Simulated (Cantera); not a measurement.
Feed: 1 mol SiC, 0.032 mol N₂O, 59 mol H₂, 0.051 mol CO₂, equilibrated at 1298 K and 1.00 bar.

Method: chemical equilibrium by Gibbs-energy minimisation in Cantera with the NASA 1993 tables (ideal gas, pure condensed phases). Candidate condensed phases: C, C₆H₆, C₇H₈, C₈H₁₈, H₂O, Si, SiC, SiO₂, Si₂N₂O, Si₃N₄; 151 gas species. Mutual solubility and eutectic melting of coexisting phases are not modelled. The tables hold silica as quartz up to 1696 K and as liquid above; real silica turns to tridymite and cristobalite and melts near 1996 K. Rates play no part.

Base state: H₂ 0.997, CH₄ 0.00266, CO 0.000104 (mole fractions); condensed: SiC(s) + SiO₂(β-quartz) + Si₂N₂O(s).

Question: What changes in the equilibrium state with this change: temperature from 1298 K to 1548.15 K?

Answer: 
| species | before | after |
|---|---|---|
| H₂ | 0.997 | 0.998 |
| CO | 0.000104 | 0.00163 |
| CH₄ | 0.00266 | 0.000349 |
| SiO | 6.77e-7 | 0.000133 |
| N₂ | 2.33e-7 | 4.71e-5 |
| H | 1.07e-6 | 3.08e-5 |
| H₂O | 2.87e-6 | 1.17e-5 |
| SiC(s), mol | 0.888 | 0.934 |
| SiO₂(β-quartz), mol | 0.0478 | 0 |
| Si₂N₂O(s), mol | 0.0320 | 0.0292 |

Question: What changes in the equilibrium state with this change: temperature from 1298 K to 2148 K?

Answer: 
```
species                before     after
-------------------  --------  --------
H₂                      0.997     0.993
H                     1.07e-6   0.00415
CO                   0.000104   0.00158
CH₄                   0.00266   5.00e-5
SiO                   6.77e-7  0.000682
SiH₂                    <1e-9  0.000122
Si                      <1e-9  0.000117
SiH                     <1e-9   5.70e-5
HCN                   3.29e-8   9.60e-5
N₂                    2.33e-7  0.000488
SiC(s), mol             0.888     0.941
SiO₂(β-quartz), mol    0.0478         0
Si₂N₂O(s), mol         0.0320         0
```
Gases not in the tables: Si₂H₆ and higher silanes.
